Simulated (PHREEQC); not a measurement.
A solution holds 1.8 mmol/kgw NH4HF2 and 78 mmol/kgw (NH4)2SiF6, at 25 °C. Closed to the air; pH follows from the charge balance.

Computed with PHREEQC (ion-association model, phreeqc.dat).

**Question.** The ionic strength comes out as 0.236 mol/kgw. What activity coefficients do F-, NH4+, SiF6-2, HF2-, H+ get?

**Answer.** F- 0.69, NH4+ 0.67, SiF6-2 0.28, HF2- 0.74, H+ 0.79.

This is a speciation only: nothing precipitates in the calculation. Examples of supersaturated solids here: Quartz (slow to form), Chalcedony (slow to form). Others may be too. Complexes and solids missing from the database can't appear. SiF6-2 is the database's only silicon fluoride.
